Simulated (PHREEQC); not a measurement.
Consider water at 25 °C with 0.076 mol K2CO3, 3.1e-05 mol Na2B4O7 and 0.0039 mol NH4HCO3 per kg of water. Closed to the air; pH follows from the charge balance.

The numbers come from PHREEQC with the ion-association model, wateq4f.dat.

```
Item                      Value
----------------  -------------
pH                        10.85
ionic strength    0.223 mol/kgw
total alkalinity     156 meq/kg
```

```
species  molality  activity   log γ
-------  --------  --------  ------
K+          0.152     0.107  -0.153
CO3-2      0.0712    0.0213  -0.524
HCO3-     0.00873   0.00646  -0.131
NH3       0.00377   0.00377   0.000
OH-       0.00100  0.000700  -0.156
NH4+     0.000127   9.43e-5  -0.130
H2BO3-   0.000122   8.18e-5  -0.174
Na+       4.44e-5   3.27e-5  -0.132
```

No solid was allowed to form.
